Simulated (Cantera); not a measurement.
Equilibrium for carbothermic reduction: Cu2O + CH4 + H2 + C

Charge: 1 mol Cu2O, 1.6 mol CH4, 0.12 mol H2, 0.35 mol C, held at 1823.15 K.

Cantera equilibrium calculation (NASA polynomials, part measured and part estimated; ideal gas, pure solids and liquids). Candidate condensed phases: C, C6H6, C7H8, C8H18, Cu, CuO, Cu(OH)2, Cu2O, H2O; 113 gas species. The numbers say what is thermodynamically allowed, not how fast it happens.

```tsv
P (Pa)	x H2	x Cu	x CO	x H	x CH4	x H2O	x Cu2	n C(graphite)	n Cu(l)
10	0.502	0.312	0.156	0.0307	1.80e-8	1.99e-9	2.91e-5	0.949	0
68	0.516	0.314	0.157	0.0120	1.29e-7	1.41e-8	0.000201	0.949	0
460	0.646	0.153	0.195	0.00514	1.37e-6	1.48e-7	0.000324	0.949	1.21
3200	0.750	0.0220	0.226	0.00210	1.28e-5	1.38e-6	4.66e-5	0.949	1.90
22000	0.765	0.00321	0.231	0.000809	9.18e-5	9.88e-6	6.78e-6	0.948	1.99
150000	0.767	0.000470	0.231	0.000310	0.000629	6.78e-5	9.95e-7	0.946	2.00
1000000	0.763	7.05e-5	0.232	0.000120	0.00415	0.000451	1.49e-7	0.933	2.00
```
x: gas mole fraction; n: condensed amount in mol.

From 10.0 Pa to 68.0 Pa the condensed part is C(graphite). From 460 Pa to 1000000 Pa the condensed part is C(graphite) + Cu(l). The main Cu-bearing gas is Cu throughout.
